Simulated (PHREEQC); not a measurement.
Synthetic water in mg/L, 77 °C, pH 5.89, pe 1.9: Na 0.82; K 0.0385; Ca 0.424; Mg 1.38; Cl 0.671; S(6) as SO4 4.01; Alkalinity as HCO3 4.47; Zn 0.00357.

Na is adjusted to close the charge balance.
Valence states are taken as typed.

The numbers come from PHREEQC with the ion-association model, phreeqc.dat.

The ionic strength is 0.000280 mol/kgw.

```json
[
 {"species": "CO2", "molality": "0.000199", "activity": "0.000199", "log γ": "0.000"},
 {"species": "HCO3-", "molality": "7.43e-5", "activity": "7.28e-5", "log γ": "-0.009"},
 {"species": "Mg+2", "molality": "5.53e-5", "activity": "5.08e-5", "log γ": "-0.037"},
 {"species": "SO4-2", "molality": "4.03e-5", "activity": "3.70e-5", "log γ": "-0.037"},
 {"species": "Na+", "molality": "3.99e-5", "activity": "3.90e-5", "log γ": "-0.009"},
 {"species": "Cl-", "molality": "1.89e-5", "activity": "1.85e-5", "log γ": "-0.009"},
 {"species": "Ca+2", "molality": "1.05e-5", "activity": "9.62e-6", "log γ": "-0.037"},
 {"species": "MgSO4", "molality": "1.38e-6", "activity": "1.38e-6", "log γ": "0.000"},
 {"species": "H+", "molality": "1.31e-6", "activity": "1.29e-6", "log γ": "-0.009"},
 {"species": "K+", "molality": "9.84e-7", "activity": "9.63e-7", "log γ": "-0.009"},
 {"species": "OH-", "molality": "1.78e-7", "activity": "1.75e-7", "log γ": "-0.009"},
 {"species": "CaSO4", "molality": "8.82e-8", "activity": "8.82e-8", "log γ": "0.000"},
 {"species": "MgHCO3+", "molality": "6.95e-8", "activity": "6.81e-8", "log γ": "-0.009"}
]
```

This is a speciation only: nothing precipitates in the calculation. Species that the database lacks are ignored. At this temperature some constants are extrapolated from 25 °C, and those without enthalpy data are left unchanged.
